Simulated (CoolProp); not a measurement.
A simple Rankine cycle with methanol: condensing at 330.15 K, boiler at 1.01 MPa, turbine inlet 415.2 K, turbine efficiency 0.9, pump efficiency 0.7, no recuperator. Each further row changes one setting.

Values from CoolProp's reference Helmholtz-energy equation of state, de Reuck 1993.

| case | thermal efficiency (%) | net work (kJ/kg) | heat in (kJ/kg) | turbine exit temperature (K) | volume ratio over the turbine |
|---|---|---|---|---|---|
| as stated | 15.9 | 189 | 1190 | 330.2 | 10.8 |
| turbine inlet 435.2 K | 16.1 | 202 | 1260 | 330.2 | 10.2 |
| condensing temperature 322.15 K | 17.4 | 210 | 1210 | 322.1 | 14.7 |
| boiler pressure 0.707 MPa | 14.0 | 172 | 1230 | 330.2 | 7.44 |
| turbine efficiency 0.8 | 14.1 | 168 | 1190 | 330.2 | 11.0 |

The expansion ends wet for: as stated; turbine inlet 435.2 K; condensing temperature 322.15 K; boiler pressure 0.707 MPa; turbine efficiency 0.8.
